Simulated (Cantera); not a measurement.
Mixture: CH4 : O2 : N2 = 1 : 1.11 : 3.33 (molar parts), at 210000 Pa, adiabatic and at constant pressure. Ignition delay is the time to a rise of 400 K.

Model: GRI-Mech 3.0 (53 species, 325 reactions), integrated in Cantera.

Task: What does this change do: pressure from 210000 Pa to 810000 Pa?

Result: 
```json
[
 {"quantity": "delay at 1300 K", "before": "7.23 ms", "after": "2.04 ms"},
 {"quantity": "delay at 1450 K", "before": "1.24 ms", "after": "0.401 ms"},
 {"quantity": "delay at 1600 K", "before": "0.271 ms", "after": "94.0 µs"},
 {"quantity": "delay at 1750 K", "before": "78.3 µs", "after": "26.6 µs"},
 {"quantity": "apparent activation energy between 1675 and 1825 K", "before": "190 kJ/mol", "after": "200 kJ/mol"}
]
```

Task: What does this change do: pressure from 210000 Pa to 660000 Pa?

Result: 
| quantity | before | after |
|---|---|---|
| delay at 1300 K | 7.23 ms | 2.50 ms |
| delay at 1450 K | 1.24 ms | 0.480 ms |
| delay at 1600 K | 0.271 ms | 0.111 ms |
| delay at 1750 K | 78.3 µs | 31.3 µs |
| apparent activation energy between 1675 and 1825 K | 190 kJ/mol | 190 kJ/mol |
